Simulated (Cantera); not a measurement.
A Cantera script and its output.

```python
import numpy as np
import cantera as ct

gas = ct.Solution("gri30.yaml")
gas.TPX = 525, 28000, {'CH4': 1, 'O2': 1.54, 'N2': 4.31, 'H2O': 0.16, 'H2': 0.011}
flame = ct.FreeFlame(gas, width=0.098)
flame.set_refine_criteria(ratio=3, slope=0.08, curve=0.16)
flame.transport_model = "mixture-averaged"
flame.solve(loglevel=0, auto=True)
z, T = flame.grid, flame.T
thick = (T[-1] - T[0]) / np.gradient(T, z).max()
show = ['CH4', 'O2', 'H2O', 'C2H', 'NO', 'NO2']
print(f"laminar burning velocity  {flame.velocity[0] * 100:.3f} cm/s")
print(f"burnt temperature         {T[-1]:.1f} K")
print(f"thermal thickness         {thick * 1e3:.4f} mm")
print(f"grid points               {len(z)}")
z0 = z[flame.heat_release_rate.argmax()]
print(f"{'z/mm':>9s}{'T/K':>9s}{'u/(m/s)':>9s}" + "".join(f"{s:>11s}" for s in show))
rows = []
for k in (-3, -2, -1.5, -1, -0.5, -0.25, 0, 0.25, 0.5, 1, 2, 4, 8):
    zz = z0 + k * thick
    rows.append([k * thick, np.interp(zz, z, T), np.interp(zz, z, flame.velocity),
                 *(np.interp(zz, z, flame.X[gas.species_index(s)]) for s in show)])
    print(f"{rows[-1][0] * 1e3:9.3f}{rows[-1][1]:9.1f}{rows[-1][2]:9.3f}" + "".join(f"{x:11.3e}" for x in rows[-1][3:]))
```

Output:

```
laminar burning velocity  146.909 cm/s
burnt temperature         2371.3 K
thermal thickness         0.9427 mm
grid points               151
     z/mm      T/K  u/(m/s)        CH4         O2        H2O        C2H         NO        NO2
   -2.828    525.1    1.472  1.422e-01  2.190e-01  2.277e-02  5.762e-25  1.870e-10  2.819e-11
   -1.885    526.4    1.481  1.415e-01  2.181e-01  2.286e-02  8.892e-22  2.994e-09  5.310e-10
   -1.414    533.1    1.507  1.401e-01  2.166e-01  2.358e-02  2.221e-19  2.016e-08  3.645e-09
   -0.943    606.1    1.737  1.331e-01  2.099e-01  3.153e-02  1.669e-15  3.085e-07  2.534e-08
   -0.471   1092.1    3.223  9.256e-02  1.671e-01  8.353e-02  3.403e-10  3.799e-06  1.820e-08
   -0.236   1539.1    4.634  4.973e-02  1.152e-01  1.349e-01  8.783e-08  9.303e-06  1.481e-08
    0.000   1926.7    5.893  1.390e-02  5.966e-02  1.831e-01  2.009e-06  1.969e-05  5.636e-09
    0.236   2116.4    6.504  1.904e-03  2.582e-02  2.091e-01  3.304e-06  3.569e-05  1.469e-09
    0.471   2170.4    6.662  1.684e-04  1.182e-02  2.179e-01  9.404e-07  5.133e-05  1.140e-09
    0.943   2191.5    6.699  1.149e-06  5.155e-03  2.191e-01  1.784e-08  6.784e-05  1.414e-09
    1.885   2205.9    6.723  3.727e-10  3.933e-03  2.178e-01  1.574e-11  7.678e-05  1.592e-09
    3.771   2224.7    6.769  8.594e-14  3.504e-03  2.189e-01  6.446e-15  8.302e-05  1.789e-09
    7.542   2253.5    6.842  3.589e-15  2.931e-03  2.214e-01  2.209e-19  9.350e-05  2.168e-09
```

Detailed kinetics in Cantera: GRI-Mech 3.0 (53 species, 325 reactions). Burning velocities carry a grid error of a few per cent, more on coarse grids.
